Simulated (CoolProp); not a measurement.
Normal hydrogen along the isotherm 37.7 K: Z from the reference equation and from simpler models built on Tc = 33.1 K, pc = 1.296 MPa, ω = -0.219; each cubic takes its own stable root.

Computed with CoolProp (reference Helmholtz-energy equation of state, Leachman 2009).

| p (MPa) | phase | reference |
|---|---|---|
| 0.499 | gas | 0.9058 |
| 0.997 | gas | 0.7971 |
| 1.5 | supercritical | 0.6629 |
| 1.99 | supercritical | 0.4992 |
| 2.49 | supercritical | 0.4145 |
| 2.99 | supercritical | 0.4246 |
| 3.49 | supercritical | 0.4567 |
| 3.99 | supercritical | 0.4947 |
| 4.49 | supercritical | 0.5349 |
| 4.99 | supercritical | 0.5759 |
| 5.48 | supercritical | 0.6163 |
| 5.98 | supercritical | 0.6575 |
| 6.48 | supercritical | 0.6985 |

How far does each simpler model (van der Waals, Soave-Redlich-Kwong) lie from the reference over these 13 states: mean and median of the absolute difference, and the worst?


- van der Waals: mean 15.6 %, median 22.0 %, worst +23.5 % at 37.7 K and 6.48 MPa
- Soave-Redlich-Kwong: mean 2.1 %, median 1.6 %, worst +4.8 % at 37.7 K and 2.99 MPa
